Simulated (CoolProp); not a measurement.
Vapour-liquid equilibrium of carbon dioxide (1) + CH3F (R41) (2) at 230.9 K; x and y are mole fractions of (1).

Model: multi-fluid Helmholtz-energy mixture model, Span 1996 and Lemmon 2006; pair parameters Bell 2016, in CoolProp.

### Question
Give the bubble pressure and the first vapour's composition at x = 0.35, 0.65, 0.95. Is there an azeotrope?

### Answer
x = 0.35: 0.6543 MPa, y = 0.458; x = 0.65: 0.7681 MPa, y = 0.750; x = 0.95: 0.9002 MPa, y = 0.971. No azeotrope shows between x = 0.05 and 0.95.

The pair parameters rest on a limited set of measurements; away from them the model extrapolates.
